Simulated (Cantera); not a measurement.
An isothermal, constant-pressure homogeneous reactor starts with 1.47 % C₂H₆, 98.5 % N₂, at 1675 K and 13300 Pa.

Detailed kinetics in Cantera: GRI-Mech 3.0 (53 species, 325 reactions). GRI-Mech 3.0 stops at C3 and has no aromatics, soot or wall deposition, so with more carbon than oxygen in the feed, carbon stays in small species such as C2H2 where larger ones or solid carbon would form.

x: mole fraction; the columns are a selection and need not sum to one.

```csv
t (s),x C₂H₆,x C₂H,x C₂H₄,x CH₄,x H₂,x CH₂,x H
0.000400,0.000957,7.32e-7,0.00673,0.00260,0.0134,1.90e-5,0.000494
0.000825,8.61e-5,7.32e-7,0.00389,0.00295,0.0191,7.81e-6,0.000336
0.00170,1.67e-5,4.63e-7,0.00169,0.00282,0.0222,2.60e-6,0.000189
0.00350,6.00e-6,2.97e-7,0.000604,0.00268,0.0237,9.95e-7,0.000116
0.00722,2.59e-6,1.98e-7,0.000171,0.00255,0.0245,4.29e-7,7.67e-5
0.0149,1.26e-6,1.41e-7,4.84e-5,0.00242,0.0248,2.11e-7,5.45e-5
0.0307,7.53e-7,1.15e-7,2.35e-5,0.00227,0.0251,1.32e-7,4.44e-5
0.0632,5.51e-7,1.09e-7,1.72e-5,0.00204,0.0255,1.08e-7,4.26e-5
0.130,3.86e-7,1.12e-7,1.28e-5,0.00169,0.0260,9.22e-8,4.39e-5
0.269,2.14e-7,1.17e-7,8.28e-6,0.00123,0.0267,7.17e-8,4.62e-5
0.554,[?],1.22e-7,[?],[?],0.0274,[?],4.89e-5
1.14,2.77e-8,1.27e-7,3.75e-6,0.000420,0.0279,2.83e-8,5.12e-5
2.35,7.24e-9,1.31e-7,3.31e-6,0.000211,0.0282,1.49e-8,5.27e-5
4.85,[?],1.32e-7,3.21e-6,[?],0.0284,[?],5.35e-5
10.0,4.17e-10,1.33e-7,3.19e-6,4.97e-5,0.0285,3.62e-9,5.39e-5
```

### Question
Complete the blanks.

### Answer

- 0.554, x C₂H₆: 8.82e-8
- 0.554, x C₂H₄: 5.16e-6
- 0.554, x CH₄: 0.000768
- 0.554, x CH₂: 4.84e-8
- 4.85, x C₂H₆: 1.74e-9
- 4.85, x CH₄: 0.000103
- 4.85, x CH₂: 7.41e-9
